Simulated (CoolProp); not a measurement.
Vapour pressure (bar) of sulfur hexafluoride: the reference equation beside estimates from Tc = 318.7 K, pc = 37.55 bar, ω = 0.210. Clausius-Clapeyron is anchored at 249.1 K with a constant enthalpy of vaporisation of 14.41 kJ/mol.

Computed with CoolProp (reference Helmholtz-energy equation of state, Guder 2009).

```
T (K)  reference  Lee-Kesler  Clausius-Clapeyron  Soave-Redlich-Kwong  Peng-Robinson
-----  ---------  ----------  ------------------  -------------------  -------------
235.5      3.727       3.799               4.038                3.801          3.770
237.8      4.061       4.138               4.337                4.141          4.105
240        4.401       4.483               4.636                4.488          4.446
242.3      4.778       4.865               4.965                4.874          4.825
244.6      5.179       5.271               5.311                5.284          5.228
246.9      5.605       5.702               5.673                5.719          5.656
249.1      6.036       6.138               6.036                6.159          6.090
251.4      6.513       6.619               6.433                6.646          6.569
253.7      7.017       7.127               6.848                7.161          7.076
255.9      7.526       7.639               7.263                7.681          7.588
258.2      8.087       8.203               7.714                8.253          8.152
260.5      8.678       8.796               8.186                8.857          8.747
262.7      9.272       9.393               8.655                9.464          9.345
```

Absolute difference from the reference over all 13 rows, mean and median: Lee-Kesler 1.7 and 1.7 %, Clausius-Clapeyron 4.0 and 3.9 %, Soave-Redlich-Kwong 2.0 and 2.0 %, Peng-Robinson 0.9 and 0.9 %.
